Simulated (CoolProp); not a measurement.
Saturation properties of fluoroethane (R161).

Computed with CoolProp (reference Helmholtz-energy equation of state, Wu 2012).

```tsv
T (K)	p (bar)	liquid density (kg/m³)	vapour Z
234.9	0.9812	818.7	0.9669
242.1	1.354	808.3	0.9579
249.3	1.829	797.6	0.9476
256.5	2.424	786.5	0.9358
263.7	3.159	775.0	0.9224
270.9	4.053	762.9	0.9074
278.1	5.126	750.3	0.8907
285.3	6.401	736.9	0.8723
292.5	7.898	722.8	0.8521
299.7	9.642	707.8	0.8300
306.9	11.66	691.7	0.8058
```

It boils at 235.6 K under 1 atm.
